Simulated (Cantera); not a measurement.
An adiabatic, constant-pressure homogeneous reactor starts with CO : H₂ : CH₄ : O₂ : N₂ : CO₂ = 1 : 0.051 : 0.068 : 0.727 : 7.27 : 0.61 (molar parts), equivalence ratio 0.91, at 1250 K and 5.00 bar.

Cantera simulation using GRI-Mech 3.0 (53 species, 325 reactions); the numbers are that mechanism's predictions, not measurements.

Problem. Predict: time of steepest temperature rise; temperature at 3.00 s; equilibrium temperature; x(CO) at 3.00 s; x(H₂) at 3.00 s; x(O) at 3.00 s; x(O₂) at 3.00 s; x(NO) at 3.00 s.

Solution. 
* **time of steepest temperature rise**: 0.258 ms
* **temperature at 3.00 s**: 2162 K
* **equilibrium temperature**: 2162 K
* **x(CO) at 3.00 s**: 0.00415 (gas-phase equilibrium 0.00415)
* **x(H₂) at 3.00 s**: 9.03e-5 (gas-phase equilibrium 9.03e-5)
* **x(O) at 3.00 s**: 8.48e-5 (gas-phase equilibrium 8.48e-5)
* **x(O₂) at 3.00 s**: 0.00792 (gas-phase equilibrium 0.00792)
* **x(NO) at 3.00 s**: 0.00225 (gas-phase equilibrium 0.00225)
